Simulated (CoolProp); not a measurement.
Saturation properties of R115.

Computed with CoolProp (reference Helmholtz-energy equation of state, Lemmon 2016).

```csv
T (°C),p (MPa),liquid density (kg/m³),enthalpy of vaporisation (kJ/kg),liquid cp (kJ/(kg K)),vapour Z
-62.35,0.03152,1625,133.6,0.8977,0.9820
-56.65,0.04319,1606,131.7,0.9058,0.9772
-50.85,0.05836,1587,129.6,0.9147,0.9715
-45.15,0.07710,1567,127.6,0.9239,0.9650
-39.35,0.1007,1547,125.4,0.9339,0.9574
-33.65,[?],1527,123.2,0.9444,0.9490
-27.85,0.1639,1506,120.9,0.9557,0.9395
-22.05,0.2056,1485,[?],0.9677,0.9289
-16.35,0.2540,1463,116.0,0.9803,0.9173
-10.55,0.3116,1441,113.4,0.9941,0.9044
-4.85,[?],1418,110.8,1.009,0.8905
0.95,0.4542,1395,107.9,1.025,0.8750
6.65,0.5408,1371,104.9,[?],0.8585
12.45,0.6408,1345,101.8,1.061,0.8403
```

### Question
Some entries are withheld; supply them.

### Answer

- -33.65, p (MPa): 0.1291
- -22.05, enthalpy of vaporisation (kJ/kg): 118.5
- -4.85, p (MPa): 0.3773
- 6.65, liquid cp (kJ/(kg K)): 1.042

It boils at -39.2 °C under 1 atm.
